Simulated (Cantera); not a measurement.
An adiabatic, constant-volume homogeneous reactor starts with CH₄ : H₂ : O₂ : N₂ = 1 : 0.7 : 2.5 : 9.4 (molar parts), equivalence ratio 0.94, at 1298 K and 9.87 atm. Integrator tolerance rtol = 1e-08.

Cantera simulation using GRI-Mech 3.0 (53 species, 325 reactions); the numbers are that mechanism's predictions, not measurements. Above 3000 K some thermodynamic fits are extrapolated.

Task: How do the results move with these cheaper or finer settings: rtol 1e-08 to 0.01; rtol 1e-08 to 0.0001?

Result: 
```
setting               time of steepest temperature rise  temperature at 1.00 s  equilibrium temperature  x(CH₄) at 1.00 s  integrator steps
--------------------  ---------------------------------  ---------------------  -----------------------  ----------------  ----------------
as above                                        98.5 µs                 3026 K                   3026 K            <1e-12              2098
rtol 1e-08 to 0.01                          not reached                  575 K                   3026 K            0.0686               343
rtol 1e-08 to 0.0001                            98.5 µs                 3026 K                   3026 K            <1e-12               789
```
